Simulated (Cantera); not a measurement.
A closed system holds: 1 mol SiO2, 92 mol H2, 82 mol N2, at 97.5 Torr.

Cantera equilibrium calculation (NASA polynomials, part measured and part estimated; ideal gas, pure solids and liquids). Candidate condensed phases: H2O, Si, SiO2, Si2N2O, Si3N4; 35 gas species. N2 is the only nitrogen source here; it is nearly inert below about 1500 K, so the nitride shown seldom forms there in practice. Mutual solubility and eutectic melting of coexisting phases are not modelled. The tables hold silica as quartz up to 1696 K and as liquid above; real silica turns to tridymite and cristobalite and melts near 1996 K. Kinetics and transport are ignored.

Problem. What share of the Si ends up in condensed phases as a function of T (K), at 698, 798, 898, 998, 1098, 1198, 1298, 1398, 1498, 1598, 1698, 1798, 1898?

Solution. 
| T (K) | Si condensed (%) | as |
|---|---|---|
| 698 | 100.0 | SiO2(α-quartz) + Si2N2O(s) |
| 798 | 100.0 | SiO2(α-quartz) + Si2N2O(s) |
| 898 | 100.0 | SiO2(β-quartz) + Si2N2O(s) |
| 998 | 100.0 | SiO2(β-quartz) + Si2N2O(s) |
| 1098 | 100.0 | SiO2(β-quartz) + Si2N2O(s) |
| 1198 | 100.0 | SiO2(β-quartz) + Si2N2O(s) |
| 1298 | 100.0 | SiO2(β-quartz) + Si2N2O(s) |
| 1398 | 100.0 | SiO2(β-quartz) + Si2N2O(s) |
| 1498 | 99.3 | SiO2(β-quartz) + Si2N2O(s) |
| 1598 | 94.5 | SiO2(β-quartz) |
| 1698 | 82.0 | SiO2(condensed) |
| 1798 | 49.1 | SiO2(condensed) |
| 1898 | 0.0 | - |
